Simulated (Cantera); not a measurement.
Feed: 1 mol MgSO4, 5.7 mol H2, 0.043 mol H2O, held at 14.0 Pa.

Method: chemical equilibrium by Gibbs-energy minimisation in Cantera with the NASA 1993 tables (ideal gas, pure condensed phases). Candidate condensed phases: H2O, H2SO4, Mg, MgO, Mg(OH)2, MgS, MgSO4, S; 26 gas species. Gases not in the tables: S3 to S7. The numbers say what is thermodynamically allowed, not how fast it happens.

**Question.** Which condensed phases are stable at each of these points (T (K)): 1273, 1373, 1473, 1573, 1673, 1773, 1873, 1973, 2073?

**Answer.** 
| T (K) | condensed phases | Mg condensed (%) |
|---|---|---|
| 1273 | MgO(s) | 100.0 |
| 1373 | MgO(s) | 100.0 |
| 1473 | MgO(s) | 100.0 |
| 1573 | MgO(s) | 100.0 |
| 1673 | MgO(s) | 99.6 |
| 1773 | MgO(s) | 96.9 |
| 1873 | MgO(s) | 81.3 |
| 1973 | MgO(s) | 24.1 |
| 2073 | gas only | 0.0 |

From 1273 K to 1973 K the condensed part is MgO(s). At 2073 K nothing is condensed.
